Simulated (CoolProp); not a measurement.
Propylene glycol along the isobar 730 kPa: density (kg/m³) from the reference equation and from simpler models built on Tc = 674.0 K, pc = 7292 kPa, ω = 0.327; each cubic takes its own stable root.

The numbers come from the reference Helmholtz-energy equation of state, Eisenbach 2021 in CoolProp.

```tsv
T (K)	phase	reference	Soave-Redlich-Kwong	Peng-Robinson
527.7	liquid	817.7	13.77	13.84
536.9	liquid	805.6	13.47	13.54
546.1	gas	13.31	13.18	13.25
555.4	gas	13.01	12.91	12.97
564.6	gas	12.73	12.65	12.71
573.8	gas	12.46	12.40	12.46
583.1	gas	12.21	12.16	12.22
592.3	gas	11.97	11.93	11.99
601.5	gas	11.74	11.72	11.77
610.8	gas	11.52	11.51	11.56
620	gas	11.31	11.31	11.35
```

At some of these states Soave-Redlich-Kwong, Peng-Robinson gives the other phase, because its saturation line lies elsewhere.
